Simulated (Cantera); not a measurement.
Input: 1 mol C2F6, a varied amount of CH4, 2.3 mol F2, at 1150 K and 58.0 mbar.

Equilibrium computed with Cantera from the NASA thermochemical tables; the gas is ideal and each condensed phase is pure. Candidate condensed phases: C, C6H6, C7H8, C8H18; 95 gas species. The feed counts by its element totals alone. Gases not in the tables: C2F6 and larger saturated fluorocarbons. The numbers say what is thermodynamically allowed, not how fast it happens.

Task: At 0.29 mol CH4, list the 4 most abundant gas species with their mole fractions, and the condensed phases.

Result: CF4 0.615, HF 0.312, F 0.0707, F2 0.00226. Condensed: gas only.
